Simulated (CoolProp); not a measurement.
Vapour-liquid equilibrium of CH2F2 (R32) (1) + R123 (2) at 0.501 MPa; x and y are mole fractions of (1).

The numbers come from the multi-fluid Helmholtz-energy mixture model, Tillner-Roth 1997 and Younglove 1994; pair parameters Bell 2016 in CoolProp.

```tsv
x	bubble temperature (K)	y at the bubble point	dew temperature at overall composition x (K)	liquid density (mol/L)
0.05	336.8	0.364	352.0	9.111
0.2	301.7	0.806	[?]	10.61
0.35	284.5	0.912	337.5	11.99
0.5	275.2	0.950	328.6	13.48
0.65	269.2	0.969	317.6	15.20
0.8	264.6	0.983	302.5	[?]
0.95	[?]	0.996	275.1	20.08
```

Some entries are withheld; supply them.


- 0.2, dew temperature at overall composition x (K): 345.2
- 0.8, liquid density (mol/L): 17.32
- 0.95, bubble temperature (K): 260.3

No azeotrope shows between x = 0.05 and 0.95.

Pair parameters are fitted to limited data, so mixtures are less certain than the pure fluids. The gap from Raoult's law changes sign with composition, which may be real or a fault of the pair parameters; it wasn't checked against measurements.
